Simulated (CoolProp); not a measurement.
Properties of C2F6 (R116) along the isobar 0.101 MPa (Tc = 19.9 °C, pc = 3.048 MPa, ω = 0.257).

Model: reference Helmholtz-energy equation of state, Lemmon 2006, in CoolProp. It is a short technical equation, of lower accuracy than the large ones.

```tsv
T (°C)	phase	cp (kJ/(kg K))	isothermal compressibility (1/MPa)
-34.75	gas	0.6807	10.13
-8.05	gas	0.7239	10.06
18.55	gas	0.7658	10.01
45.25	gas	0.8059	9.985
71.85	gas	0.8433	9.964
98.55	gas	0.8782	9.948
125.15	gas	0.9103	9.937
151.85	gas	0.9398	9.928
```
